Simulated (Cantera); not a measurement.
Input (Python, Cantera) and output of one run.

```python
import numpy as np
import cantera as ct

gas_names = """
    CL CL2 H HCL H2 Si SiCL SiCL2 SiCL3 SiCL4 SiH SiHCL3 SiH2 SiH2CL2 SiH3 SiH3CL SiH4 Si2 Si3
""".split()
cond_names = """
    Si(cr) Si(L)
""".split()


# ... load() reads the species with a 1 bar reference pressure and builds the phases ...
atoms = {
    'SiHCl3': {'Si': 1, 'H': 1, 'CL': 3},
    'H2': {'H': 2},
}
top_T = {}  # K; cautious upper limits of use, not melting points


# ... equilibrate(T, P, feed) seeds the gas with the atoms and calls Mixture.equilibrate('TP', solver="vcs", rtol=1e-11, max_steps=5000) ...
results = []
T = 1473  # K
P = 110  # Pa
for m in [13, 17, 22, 28, 36, 46, 59, 76, 98, 130]:
    feed = {'SiHCl3': 1, 'H2': m}  # mol
    mix = equilibrate(T, P, feed)
    results.append((T, P, feed, dict(zip(mix.species_names, mix.species_moles))))
    x = sorted(zip(gas.X, gas.species_names), reverse=True)
    print(f"T = {T:g} K  P = {P:g} Pa  n(H2) = {m:g} mol  gas = {mix.phase_moles(0):.4g} mol")
    print("   x: " + "  ".join(f"{s} {v:.3e}" for v, s in x if v > 1e-06))
    print("   condensed (mol): " + ("  ".join(f"{mix.phase(i).name} {mix.phase_moles(i):.4g}"
          for i in range(1, mix.n_phases) if mix.phase_moles(i) > 1e-12) or "none"))
```

Result:

```
T = 1473 K  P = 110 Pa  n(H2) = 13 mol  gas = 15 mol
   x: H2 8.452e-01  HCL 1.093e-01  SiCL2 4.446e-02  SiCL3 5.215e-04  H 3.507e-04  CL 3.677e-05  SiCL4 2.092e-05  SiCL 1.810e-05  SiHCL3 1.520e-05  Si 4.977e-06  SiH2CL2 1.730e-06
   condensed (mol): Si(cr) 0.3244
T = 1473 K  P = 110 Pa  n(H2) = 17 mol  gas = 19 mol
   x: H2 8.740e-01  HCL 9.369e-02  SiCL2 3.157e-02  H 3.566e-04  SiCL3 3.120e-04  CL 3.098e-05  SiCL 1.526e-05  SiCL4 1.055e-05  SiHCL3 9.245e-06  Si 4.977e-06  SiH2CL2 1.270e-06
   condensed (mol): Si(cr) 0.3934
T = 1473 K  P = 110 Pa  n(H2) = 22 mol  gas = 24 mol
   x: H2 8.973e-01  HCL 7.977e-02  SiCL2 2.229e-02  H 3.613e-04  SiCL3 1.851e-04  CL 2.604e-05  SiCL 1.282e-05  SiHCL3 5.558e-06  SiCL4 5.259e-06  Si 4.977e-06
   condensed (mol): Si(cr) 0.4598
T = 1473 K  P = 110 Pa  n(H2) = 28 mol  gas = 30 mol
   x: H2 9.157e-01  HCL 6.792e-02  SiCL2 1.584e-02  H 3.650e-04  SiCL3 1.109e-04  CL 2.195e-05  SiCL 1.080e-05  Si 4.977e-06  SiHCL3 3.362e-06  SiCL4 2.655e-06
   condensed (mol): Si(cr) 0.5208
T = 1473 K  P = 110 Pa  n(H2) = 36 mol  gas = 38.01 mol
   x: H2 9.317e-01  HCL 5.688e-02  SiCL2 1.091e-02  H 3.682e-04  SiCL3 6.342e-05  CL 1.822e-05  SiCL 8.970e-06  Si 4.977e-06  SiHCL3 1.940e-06  SiCL4 1.261e-06
   condensed (mol): Si(cr) 0.5821
T = 1473 K  P = 110 Pa  n(H2) = 46 mol  gas = 48.01 mol
   x: H2 9.447e-01  HCL 4.740e-02  SiCL2 7.476e-03  H 3.707e-04  SiCL3 3.595e-05  CL 1.508e-05  SiCL 7.424e-06  Si 4.977e-06  SiHCL3 1.108e-06
   condensed (mol): Si(cr) 0.6386
T = 1473 K  P = 110 Pa  n(H2) = 59 mol  gas = 61.01 mol
   x: H2 9.555e-01  HCL 3.905e-02  SiCL2 5.018e-03  H 3.729e-04  SiCL3 1.977e-05  CL 1.235e-05  SiCL 6.082e-06  Si 4.977e-06  SiH2 1.004e-06
   condensed (mol): Si(cr) 0.6918
T = 1473 K  P = 110 Pa  n(H2) = 76 mol  gas = 78.02 mol
   x: H2 9.645e-01  HCL 3.181e-02  SiCL2 3.298e-03  H 3.746e-04  SiCL3 1.053e-05  CL 1.001e-05  Si 4.977e-06  SiCL 4.931e-06  SiH2 1.014e-06
   condensed (mol): Si(cr) 0.7409
T = 1473 K  P = 110 Pa  n(H2) = 98 mol  gas = 100 mol
   x: H2 9.718e-01  HCL 2.569e-02  SiCL2 2.136e-03  H 3.760e-04  CL 8.058e-06  SiCL3 5.489e-06  Si 4.977e-06  SiCL 3.968e-06  SiH2 1.022e-06
   condensed (mol): Si(cr) 0.7848
T = 1473 K  P = 110 Pa  n(H2) = 130 mol  gas = 132 mol
   x: H2 9.782e-01  HCL 2.011e-02  SiCL2 1.299e-03  H 3.773e-04  CL 6.285e-06  Si 4.977e-06  SiCL 3.095e-06  SiCL3 2.605e-06  SiH2 1.028e-06
   condensed (mol): Si(cr) 0.8268
```

Method: chemical equilibrium by Gibbs-energy minimisation in Cantera with the NASA 1993 tables (ideal gas, pure condensed phases). The tables' values for SiCl3, SiCl are old estimates; treat these amounts as uncertain.
